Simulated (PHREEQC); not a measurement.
A column of 0.5 m (40 cells, dispersivity 0.018 m, 3600 s a shift, diffusion coefficient 3e-10 m²/s) holds 0.011 eq of the database's cation exchanger X per kg of pore water, first in equilibrium with 0.011 mol/kgw KCl, 0.011 mol/kgw (NH4)2SO4, 0.037 mol/kgw MnCl2 and 1e-05 mol/kgw HCl. It is flushed with 0.017 mol NaCl, 0.0015 mol KCl, 0.0017 mol NH4Cl and 1e-05 mol HCl per kg of water, at 25 °C. Values are for the last cell. No CO2 enters from the air. No solid was allowed to form.

Base run: PHREEQC, ion-association model, phreeqc.dat. Each further column changes one thing. The table gives Na in solution (mol/kgw).

| pore volumes | base | exchange capacity from 0.011 to 0.0055 eq/kgw | dispersivity from 0.018 to 0.036 m |
|---|---|---|---|
| 0 | 0 | 0 | 0 |
| 0.2625 | 1.54e-10 | 2.17e-10 | 9.54e-7 |
| 0.6375 | 0.000756 | ___ | 0.00209 |
| 0.8875 | 0.00513 | 0.00572 | ___ |
| 1.262 | 0.0116 | 0.0128 | 0.0117 |
| 1.512 | 0.0134 | 0.0146 | 0.0134 |
| 1.887 | 0.0150 | 0.0158 | ___ |
| 2.138 | 0.0156 | 0.0162 | ___ |
| 2.513 | 0.0161 | 0.0165 | 0.0158 |
| 2.763 | 0.0163 | 0.0166 | 0.0160 |
| 3.138 | 0.0164 | 0.0167 | 0.0163 |
| 3.388 | 0.0165 | 0.0167 | 0.0164 |
| 3.763 | 0.0166 | 0.0168 | 0.0165 |
| 4.013 | 0.0166 | 0.0168 | 0.0166 |

Question: Complete the blanks.

Answer: 
- 0.6375, exchange capacity from 0.011 to 0.0055 eq/kgw: 0.000863
- 0.8875, dispersivity from 0.018 to 0.036 m: 0.00651
- 1.887, dispersivity from 0.018 to 0.036 m: 0.0147
- 2.138, dispersivity from 0.018 to 0.036 m: 0.0152
